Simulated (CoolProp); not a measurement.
R143a at 428.19 K and 8.35 MPa is throttled through a valve to 0.466 MPa with no heat exchange. Each further row changes one setting.

Model: reference Helmholtz-energy equation of state, Lemmon and Jacobsen 2000, in CoolProp.

```
case                       temperature change (K)  final density (kg/m³)
-------------------------  ----------------------  ---------------------
as stated                                     ___                    ___
outlet pressure 0.14 MPa                      ___                    ___
outlet pressure 0.606 MPa                     ___                    ___
```

What belongs in the gaps?


- as stated, temperature change (K): -61.2
- as stated, final density (kg/m³): 13.3
- outlet pressure 0.14 MPa, temperature change (K): -64.4
- outlet pressure 0.14 MPa, final density (kg/m³): 3.94
- outlet pressure 0.606 MPa, temperature change (K): -59.8
- outlet pressure 0.606 MPa, final density (kg/m³): 17.5
